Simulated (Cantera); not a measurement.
A closed system holds: 1 mol C2H6, 3.1 mol H2, 6.5 mol N2, equilibrated at 2725 K and 38.0 mbar.

Equilibrium computed with Cantera from the NASA thermochemical tables; the gas is ideal and each condensed phase is pure. Candidate condensed phases: C, C6H6, C7H8, C8H18; 92 gas species. The numbers say what is thermodynamically allowed, not how fast it happens.

Base state: N2 0.442, H2 0.316, H 0.180, HCN 0.0443, C2H2 (acetylene) 0.00814, HNC 0.00658, CN 0.00195, C2H 0.000515 (mole fractions); condensed: C(graphite).

Question: What changes in the equilibrium state with this change: pressure from 38.0 mbar to 0.420 bar?

Answer: 
| species | before | after |
|---|---|---|
| N2 | 0.442 | 0.470 |
| H2 | 0.316 | 0.399 |
| H | 0.180 | 0.0608 |
| C2H2 (acetylene) | 0.00814 | 0.0103 |
| HCN | 0.0443 | 0.0513 |
| C2 | 3.09e-5 | 2.80e-6 |
| C | 7.46e-5 | 6.75e-6 |
| C3 | 0.000322 | 2.91e-5 |
| CH3 | 3.97e-6 | 1.87e-5 |
| C(graphite), mol | 1.00 | 0.943 |
